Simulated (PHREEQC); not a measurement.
Dissolve 0.022 mol FeSO4 and 0.022 mol Na2SO4 per kg of water at 20 °C. Closed to the air; pH follows from the charge balance.

Model: ion-association model, phreeqc.dat, run in PHREEQC.

Q: The ionic strength comes out as 0.112 mol/kgw. What activity coefficients do Na+, FeOH+, Fe+2, NaSO4-, SO4-2 get?

A: Na+ 0.78, FeOH+ 0.78, Fe+2 0.39, NaSO4- 0.78, SO4-2 0.36.

No solid was allowed to form.
